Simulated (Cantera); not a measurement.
What does this Cantera script print?

```python
import numpy as np
import cantera as ct

gas_names = [...]  # 92 gases of nasa_gas.yaml made of C, H, N
cond_names = """
    C(gr) C6H6(L) C7H8(L) C8H18(L),n-octa
""".split()


# ... load() reads the species with a 1 bar reference pressure and builds the phases ...
atoms = {
    'CH4': {'C': 1, 'H': 4},
    'NH3': {'N': 1, 'H': 3},
    'H2': {'H': 2},
}
top_T = {'C(gr)': 4500}  # K; cautious upper limits of use, not melting points


# ... equilibrate(T, P, feed) seeds the gas with the atoms and calls Mixture.equilibrate('TP', solver="vcs", rtol=1e-11, max_steps=5000) ...
results = []
feed = {'CH4': 1, 'NH3': 0.018, 'H2': 5}  # mol
T = 1275  # K
P = 500000  # Pa
mix = equilibrate(T, P, feed)
results.append((T, P, feed, dict(zip(mix.species_names, mix.species_moles))))
print(gas.report(threshold=1e-05))
for i in range(1, mix.n_phases):
    print(f"{mix.phase(i).name:16s} {mix.phase_moles(i):12.5e} mol")
```

Result:

```
       temperature   1275 K
          pressure   5e+05 Pa
           density   0.12478 kg/m^3
  mean mol. weight   2.6455 kg/kmol
   phase of matter   gas

                          1 kg             1 kmol
                     ---------------   ---------------
          enthalpy        1.0327e+07        2.7319e+07  J
   internal energy        6.3194e+06        1.6718e+07  J
           entropy             62723        1.6593e+05  J/K
    Gibbs function       -6.9645e+07       -1.8424e+08  J
 heat capacity c_p             12713             33631  J/K
 heat capacity c_v            9569.8             25317  J/K

                      mass frac. Y      mole frac. X     chem. pot. / RT
                     ---------------   ---------------   ---------------
               CH4           0.25699          0.042377           -35.056
                H2           0.72873           0.95626           -16.578
               NH3        0.00015014        2.3322e-05           -40.141
                N2          0.013965         0.0013188           -30.549
     [  +88 minor]        0.00016667        1.6199e-05

C(gr)             7.13791e-01 mol
```

Cantera equilibrium calculation (NASA polynomials, part measured and part estimated; ideal gas, pure solids and liquids).
